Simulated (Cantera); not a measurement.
# Counterflow diffusion flame

A counterflow diffusion flame at 100000 Pa, nozzles 20 mm apart: fuel side 62.9 % H2, 37.1 % N2 at 350 K, oxidiser side 26.0 % O2, 74.0 % N2 at 823 K, fuel mass flux 0.87 times the oxidiser's; mixture-averaged transport, no radiation.

Model: the H2/O2 subset of GRI-Mech 3.0, which has no nitrogen chemistry, integrated in Cantera. The maximum strain rate includes the flame's own expansion and is several times the mean.

```
oxidiser flux (kg/m²/s)  max strain (1/s)  mean strain (1/s)  T max (K)  peak x OH  peak x H  peak x H2O  peak x HO2
-----------------------  ----------------  -----------------  ---------  ---------  --------  ----------  ----------
0.6                                   521                136       2510     0.0247    0.0164       0.292     2.54e-5
0.78                                  666                177       2475     0.0248    0.0177       0.289     3.12e-5
1                                     838                226       2438     0.0249    0.0192       0.287     3.72e-5
1.3                                  1070                294       2398     0.0250    0.0210       0.285     4.41e-5
1.7                                  1370                385       2352     0.0249    0.0229       0.282     5.16e-5
2.2                                  1750                498       2308     0.0248    0.0249       0.279     5.96e-5
2.9                                  2270                656       2260     0.0247    0.0275       0.276     6.86e-5
3.8                                  2920                860       2208     0.0244    0.0299       0.273     7.89e-5
4.9                                  3730               1110       2156     0.0238    0.0323       0.271     8.85e-5
6.4                                  4790               1450       2102     0.0231    0.0349       0.268     9.85e-5
```
x: mole fraction; the columns are a selection and need not sum to one.
